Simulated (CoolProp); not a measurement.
Carbon dioxide at 804.56 K and 6.24 MPa is throttled through a valve to 3.12 MPa with no heat exchange. Each further row changes one setting.

Values from CoolProp's reference Helmholtz-energy equation of state, Span 1996.

```json
[
 {"case": "as stated", "temperature change (K)": "___", "final density (kg/m³)": "___"},
 {"case": "outlet pressure 0.936 MPa", "temperature change (K)": "___", "final density (kg/m³)": "___"},
 {"case": "outlet pressure 4.06 MPa", "temperature change (K)": "-1.8", "final density (kg/m³)": "___"}
]
```

Task: What belongs in the gaps?

Result: 
- as stated, temperature change (K): -2.7
- as stated, final density (kg/m³): 20.5
- outlet pressure 0.936 MPa, temperature change (K): -4.6
- outlet pressure 0.936 MPa, final density (kg/m³): 6.19
- outlet pressure 4.06 MPa, final density (kg/m³): 26.7
